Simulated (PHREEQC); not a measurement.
Solution (64 °C): 0.24 mol H2SO4, 0.023 mol Fe(NO3)3 and 0.052 mol CuSO4 per kg of water. Closed to the air; pH follows from the charge balance.

Model: ion-association model, wateq4f.dat, run in PHREEQC.

```
Property                   Value
-----------------  -------------
pH                          0.77
ionic strength     0.425 mol/kgw
activity of water          0.989
total alkalinity     -526 meq/kg
```

```tsv
species	molality	activity	log γ
HSO4-	0.242	0.159	-0.181
H+	0.226	0.171	-0.121
NO3-	0.0690	0.0419	-0.217
Cu+2	0.0431	0.0103	-0.621
SO4-2	0.0185	0.00366	-0.703
FeHSO4+2	0.0126	0.00326	-0.588
CuSO4	0.00887	0.00978	0.043
FeSO4+	0.00867	0.00584	-0.172
Fe+3	0.000833	6.78e-5	-1.089
```

No solid was allowed to form. Examples of supersaturated solids here: Hematite (slow to form), Goethite (slow to form). Others may be too. Constants without temperature data keep their 25 °C values here.
